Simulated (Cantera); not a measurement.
An isothermal, constant-pressure homogeneous reactor starts with CH₄ : N₂ = 1 : 1.8 (molar parts), at 1875 K and 1.00 bar. Integrator tolerance rtol = 1e-08.

Model: GRI-Mech 3.0 (53 species, 325 reactions), integrated in Cantera. GRI-Mech 3.0 stops at C3 and has no aromatics, soot or wall deposition, so with more carbon than oxygen in the feed, carbon stays in small species such as C2H2 where larger ones or solid carbon would form.

**Question.** What does this change do: temperature 1875 to 2000 K?

**Answer.** 
```json
[
 {"quantity": "x(CH₄) at 4.00 s", "before": "0.00298 (gas-phase equilibrium 0.00225)", "after": "0.00135 (gas-phase equilibrium 0.00100)"},
 {"quantity": "x(CH₂) at 4.00 s", "before": "7.91e-8 (gas-phase equilibrium 5.98e-8)", "after": "2.35e-7 (gas-phase equilibrium 1.75e-7)"},
 {"quantity": "x(HCN) at 4.00 s", "before": "6.85e-5 (gas-phase equilibrium 0.113)", "after": "0.000768 (gas-phase equilibrium 0.118)"},
 {"quantity": "x(C₂H₄) at 4.00 s", "before": "0.000716 (gas-phase equilibrium 0.000408)", "after": "0.000342 (gas-phase equilibrium 0.000189)"},
 {"quantity": "x(H₂) at 4.00 s", "before": "0.391 (gas-phase equilibrium 0.392)", "after": "0.392 (gas-phase equilibrium 0.393)"},
 {"quantity": "x(C₂H₂) at 4.00 s", "before": "0.130 (gas-phase equilibrium 0.0738)", "after": "0.130 (gas-phase equilibrium 0.0717)"},
 {"quantity": "x(CH₃) at 4.00 s", "before": "6.29e-5 (gas-phase equilibrium 4.76e-5)", "after": "6.95e-5 (gas-phase equilibrium 5.17e-5)"}
]
```

**Question.** What does this change do: N2 1.8 to 0.76 parts?

**Answer.** 
| quantity | before | after |
|---|---|---|
| x(CH₄) at 4.00 s | 0.00298 (gas-phase equilibrium 0.00225) | 0.00562 (gas-phase equilibrium 0.00472) |
| x(CH₂) at 4.00 s | 7.91e-8 (gas-phase equilibrium 5.98e-8) | 1.09e-7 (gas-phase equilibrium 9.12e-8) |
| x(HCN) at 4.00 s | 6.85e-5 (gas-phase equilibrium 0.113) | 4.60e-5 (gas-phase equilibrium 0.107) |
| x(C₂H₄) at 4.00 s | 0.000716 (gas-phase equilibrium 0.000408) | 0.00135 (gas-phase equilibrium 0.000950) |
| x(H₂) at 4.00 s | 0.391 (gas-phase equilibrium 0.392) | 0.537 (gas-phase equilibrium 0.538) |
| x(C₂H₂) at 4.00 s | 0.130 (gas-phase equilibrium 0.0738) | 0.178 (gas-phase equilibrium 0.125) |
| x(CH₃) at 4.00 s | 6.29e-5 (gas-phase equilibrium 4.76e-5) | 0.000101 (gas-phase equilibrium 8.50e-5) |
